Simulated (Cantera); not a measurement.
Input: 1 mol SF₆, 2.1 mol H₂, 0.53 mol N₂, equilibrated at 1673 K and 13.3 mbar.

Cantera equilibrium calculation (NASA polynomials, part measured and part estimated; ideal gas, pure solids and liquids). Candidate condensed phases: S; 35 gas species. The tables' values for S₂F₂ (SSF₂), SF₃, FS₂F (FSSF) are old estimates; treat these amounts as uncertain. Rates play no part.

Base state: HF 0.738, SF₂ 0.122, N₂ 0.0931, S₂F₂ (SSF₂) 0.0194, F 0.0167, SF₃ 0.00365, S₂ 0.00352, SF 0.00322 (mole fractions); condensed: gas only.

### Question
What changes in the equilibrium state with this change: SF₆ replaced by S?

### Answer
| species | before | after |
|---|---|---|
| H₂ | <1e-9 | 0.635 |
| N₂ | 0.0931 | 0.173 |
| S₂ | 0.00352 | 0.135 |
| HF | 0.738 | 0 |
| SF₂ | 0.122 | 0 |
| H₂S | <1e-9 | 0.0462 |
| S₂F₂ (SSF₂) | 0.0194 | 0 |
| F | 0.0167 | 0 |
| SF₃ | 0.00365 | 0 |
| SF | 0.00322 | 0 |
| SH | 6.50e-9 | 0.00879 |
